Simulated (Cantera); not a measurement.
**Equilibrium for boron, boron nitride and boron oxide: borazine + O2 + H2 + NH3**

Feed: 1 mol borazine, 4.7 mol O2, 28 mol H2, 0.13 mol NH3, held at 100000 Pa.

Cantera equilibrium calculation (NASA polynomials, part measured and part estimated; ideal gas, pure solids and liquids). Candidate condensed phases: B, BN, B2O3, B3O3H3, H2O; 39 gas species. The feed counts by its element totals alone. Gases not in the tables: H3BO3. Rates play no part.

From 477 °C to 1077 °C the condensed part is B2O3(l).

| T (°C) | x H2 | x H2O | x N2 | x (HBO2)3 | x HBO2 | x NH3 | x HBO | n B2O3(l) |
|---|---|---|---|---|---|---|---|---|
| 477 | 0.805 | 0.140 | 0.0476 | 0.00704 | 8.13e-9 | 0.000805 | <1e-12 | 1.16 |
| 527 | 0.804 | 0.143 | 0.0477 | 0.00500 | 4.94e-8 | 0.000471 | <1e-12 | 1.25 |
| 577 | 0.804 | 0.144 | 0.0477 | 0.00363 | 2.39e-7 | 0.000292 | <1e-12 | 1.32 |
| 627 | 0.804 | 0.146 | 0.0477 | 0.00269 | 9.63e-7 | 0.000191 | 5.56e-12 | 1.37 |
| 677 | 0.803 | 0.147 | 0.0478 | 0.00204 | 3.32e-6 | 0.000130 | 4.36e-11 | 1.40 |
| 727 | 0.803 | 0.147 | 0.0478 | 0.00158 | 1.01e-5 | 9.16e-5 | 2.77e-10 | 1.42 |
| 777 | 0.803 | 0.148 | 0.0478 | 0.00124 | 2.73e-5 | 6.67e-5 | 1.47e-9 | 1.44 |
| 827 | 0.803 | 0.148 | 0.0478 | 0.000996 | 6.71e-5 | 5.00e-5 | 6.62e-9 | 1.45 |
| 877 | 0.803 | 0.148 | 0.0478 | 0.000810 | 0.000152 | 3.83e-5 | 2.61e-8 | 1.46 |
| 927 | 0.803 | 0.148 | 0.0478 | 0.000668 | 0.000320 | 3.00e-5 | 9.16e-8 | 1.46 |
| 977 | 0.803 | 0.148 | 0.0478 | 0.000558 | 0.000634 | 2.40e-5 | 2.89e-7 | 1.46 |
| 1027 | 0.802 | 0.148 | 0.0477 | 0.000470 | 0.00119 | 1.95e-5 | 8.34e-7 | 1.46 |
| 1077 | 0.802 | 0.148 | 0.0477 | 0.000400 | 0.00211 | 1.61e-5 | 2.22e-6 | 1.45 |
x: gas mole fraction; n: condensed amount in mol.
